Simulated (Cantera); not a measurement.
Cantera with NASA thermochemical tables; ideal gases at 1 bar, condensed phases pure. Values are per mole of reaction as written; species without (g) are pure solids or liquids, kept so even where they would boil at 1 bar.

Q: Between 300 and 998 K, where is each reaction favourable under standard conditions?
- S2(g) + 2 H2O2(g) + 4 Pb = 4 PbO(g) + 2 H2S(g)

A: 
- S2(g) + 2 H2O2(g) + 4 Pb = 4 PbO(g) + 2 H2S(g): ΔG° is 260 kJ at 300 K and 0 kJ at 998 K; it changes sign between 973 and 998 K. ΔH° is 339 kJ and ΔS° 339 J/K at 998 K.
